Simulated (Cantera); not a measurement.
Input: 1 mol Si3N4, 0.21 mol O2, 21 mol H2, 0.89 mol H2O, held at 1902 °C and 7.50 Pa.

Cantera equilibrium calculation (NASA polynomials, part measured and part estimated; ideal gas, pure solids and liquids). Candidate condensed phases: H2O, Si, SiO2, Si2N2O, Si3N4; 35 gas species. The tables' values for SiN are old estimates; treat these amounts as uncertain. Kinetics and transport are ignored.

Base state: H2 0.465, H 0.385, N2 0.0601, Si 0.0506, SiO 0.0394, SiH 0.000139, SiN 1.91e-5, Si2 1.01e-5 (mole fractions); condensed: gas only.

Task: What changes in the equilibrium state with this change: temperature from 1902 °C to 1000 °C?

Result: 
```tsv
species	before	after
H2	0.465	0.980
N2	0.0601	0.0196
H	0.385	8.17e-5
Si	0.0506	7.26e-8
SiO	0.0394	9.30e-6
SiH	0.000139	6.00e-9
SiN	1.91e-5	<1e-9
Si2	1.01e-5	<1e-9
Si2N2O(s), mol	0	1.31
Si3N4(s), mol	0	0.127
```
Mutual solubility and eutectic melting of coexisting phases are not modelled.
